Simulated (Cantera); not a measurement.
What does this Cantera script print?

```python
import numpy as np
import cantera as ct

gas_names = """
    CL CL2 H HCL H2 Si SiCL SiCL2 SiCL3 SiCL4 SiH SiHCL3 SiH2 SiH2CL2 SiH3 SiH3CL SiH4 Si2 Si3
""".split()
cond_names = """
    Si(cr) Si(L)
""".split()


# ... load() reads the species with a 1 bar reference pressure and builds the phases ...
atoms = {
    'Si3H8': {'Si': 3, 'H': 8},
    'H2': {'H': 2},
    'HCl': {'H': 1, 'CL': 1},
}
top_T = {}  # K; cautious upper limits of use, not melting points


# ... equilibrate(T, P, feed) seeds the gas with the atoms and calls Mixture.equilibrate('TP', solver="vcs", rtol=1e-11, max_steps=5000) ...
results = []
feed = {'Si3H8': 1, 'H2': 910, 'HCl': 0.091}  # mol
P = 24000  # Pa
for T in [1250, 1300, 1350, 1400, 1450, 1500, 1550, 1600, 1650, 1700, 1750]:
    mix = equilibrate(T, P, feed)
    results.append((T, P, feed, dict(zip(mix.species_names, mix.species_moles))))

top = {s: max(r[3][s] / sum(r[3][g] for g in gas_names) for r in results) for s in gas_names}
cols = sorted((s for s in top if top[s] > 0.0001), key=lambda s: -top[s])[:8]
seen = [c for c in cond_names if any(r[3].get(c, 0) > 1e-12 for r in results)]
print("log10 of partial pressures in bar; condensed amounts in mol")
print(f"{'T/K':>10s}" + "".join(f"{s[:9]:>10s}" for s in cols + seen))
for T, P, feed, n in results:
    ng = sum(n[g] for g in gas_names)
    print(f"{T:10.4g}" + "".join(f"{np.log10(max(n[s] / ng * P / 1e5, 1e-99)):10.3f}" for s in cols)
          + "".join(f"{n.get(c, 0):10.4g}" for c in seen))
```

Result:

```
log10 of partial pressures in bar; condensed amounts in mol
       T/K        H2         H    Si(cr)     Si(L)
      1250    -0.620    -6.626         3         0
      1300    -0.620    -6.266         3         0
      1350    -0.620    -5.933         3         0
      1400    -0.620    -5.623     2.999         0
      1450    -0.620    -5.334     2.999         0
      1500    -0.620    -5.064     2.998         0
      1550    -0.620    -4.812     2.997         0
      1600    -0.620    -4.575     2.994         0
      1650    -0.620    -4.352      2.99         0
      1700    -0.620    -4.142         0     2.982
      1750    -0.620    -3.943         0     2.971
```

Equilibrium computed with Cantera from the NASA thermochemical tables; the gas is ideal and each condensed phase is pure. The feed counts by its element totals alone. Gases not in the tables: Si2H6 and higher silanes.
